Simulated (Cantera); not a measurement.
A perfectly stirred reactor is fed with CH4 : O2 : N2 : H2O = 1 : 3.39 : 12.7 : 3.4 (molar parts), at 33000 Pa; it is adiabatic with a 375 K inlet, and is followed from long to short residence time, starting on the burning branch (τ in s: 0.13, 0.058, 0.027, 0.012, 0.0056, 0.0026, 0.0012, 0.00054, 0.00025, 0.00011, 5.1e-05, 2.4e-05).

Model: GRI-Mech 3.0 (53 species, 325 reactions), integrated in Cantera.

Task: Predict: blow-out, bracketed by the residence times tried; x(CH4) at τ = 0.130 s; x(O2) at τ = 0.130 s; x(H2O) at τ = 0.130 s; x(NO) at τ = 0.130 s; x(HCO) at τ = 0.130 s; x(CH4) at τ = 1.20 ms; x(O2) at τ = 1.20 ms; x(H2O) at τ = 1.20 ms.

Result: 
- blow-out, bracketed by the residence times tried: burning at 2.60 ms, out at 1.20 ms
- x(CH4) at τ = 0.130 s: 3.52e-5
- x(O2) at τ = 0.130 s: 0.0680
- x(H2O) at τ = 0.130 s: 0.263
- x(NO) at τ = 0.130 s: 6.93e-7
- x(HCO) at τ = 0.130 s: 3.33e-8
- x(CH4) at τ = 1.20 ms: 0.0488
- x(O2) at τ = 1.20 ms: 0.165
- x(H2O) at τ = 1.20 ms: 0.166
